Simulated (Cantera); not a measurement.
A freely propagating, adiabatic, planar premixed flame of 10.2 % CH4, 2.87 % H2, 18.2 % O2, 68.7 % N2, equivalence ratio 1.2, unburnt at 348 K and 6.00 bar; mixture-averaged transport, grid criteria slope 0.08 and curve 0.16, no radiation.

Detailed kinetics in Cantera: GRI-Mech 3.0 (53 species, 325 reactions). Burning velocities carry a grid error of a few per cent, more on coarse grids.

x: mole fraction of selected species; z is measured from the peak of heat release.

| z (mm) | T (K) | u (m/s) | x CH4 | x H2 | x O2 | x NO2 | x CH2O | x N2O |
|---|---|---|---|---|---|---|---|---|
| -0.418 | 349 | 0.215 | 0.102 | 0.0288 | 0.182 | <1e-8 | 1.41e-7 | <1e-8 |
| -0.279 | 354 | 0.218 | 0.102 | 0.0291 | 0.182 | 2.28e-8 | 1.73e-6 | <1e-8 |
| -0.209 | 377 | 0.233 | 0.101 | 0.0295 | 0.181 | ? | ? | <1e-8 |
| -0.139 | 525 | 0.326 | 0.0922 | 0.0302 | 0.170 | 1.49e-6 | 0.000177 | <1e-8 |
| -0.0697 | 1085 | 0.682 | 0.0590 | 0.0313 | 0.121 | 3.14e-6 | 0.00116 | 4.20e-8 |
| -0.0349 | 1528 | 0.968 | 0.0307 | 0.0319 | 0.0746 | 7.15e-7 | 0.00112 | 8.74e-8 |
| 0 | 1919 | 1.22 | 0.00684 | 0.0311 | 0.0283 | 4.35e-8 | 0.000347 | 1.19e-7 |
| 0.0349 | 2078 | 1.32 | 0.000554 | 0.0287 | 0.00692 | 1.10e-8 | 5.70e-5 | 9.72e-8 |
| 0.0697 | 2120 | 1.34 | 3.81e-5 | 0.0280 | 0.00187 | <1e-8 | 5.12e-6 | 7.58e-8 |
| 0.139 | 2150 | 1.36 | 5.48e-7 | 0.0283 | 0.000430 | <1e-8 | 7.43e-8 | 5.16e-8 |
| 0.279 | 2171 | 1.37 | <1e-8 | 0.0286 | 0.000135 | <1e-8 | <1e-8 | 3.14e-8 |
| 0.558 | 2184 | 1.38 | <1e-8 | 0.0286 | ? | <1e-8 | <1e-8 | ? |
| 1.12 | 2189 | 1.38 | <1e-8 | 0.0286 | 1.45e-5 | <1e-8 | <1e-8 | 1.18e-8 |

**Question.** Complete the blanks.

**Answer.** 
- -0.209, x NO2: 1.65e-7
- -0.209, x CH2O: 1.46e-5
- 0.558, x O2: 3.96e-5
- 0.558, x N2O: 1.80e-8
